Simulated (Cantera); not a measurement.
## Ignition delay

Mixture: CO : H2 : CH4 : O2 : N2 : CO2 = 1 : 0.06 : 0.32 : 1.06 : 4 : 0.8 (molar parts), at 0.987 atm, adiabatic and at constant pressure. Ignition delay is the time to a rise of 400 K.

Model: GRI-Mech 3.0 (53 species, 325 reactions), integrated in Cantera. Below about 1000 K GRI-Mech 3.0 lacks low-temperature oxidation paths.

| T0 (K) | delay (ms) |
|---|---|
| 950 | 80.2 |
| 1000 | 51.4 |
| 1050 | 34.4 |
| 1100 | 21.8 |
| 1150 | 13.3 |
| 1200 | 7.96 |

```yaml
apparent activation energy between 1100 and 1200 K: 110 kJ/mol
```
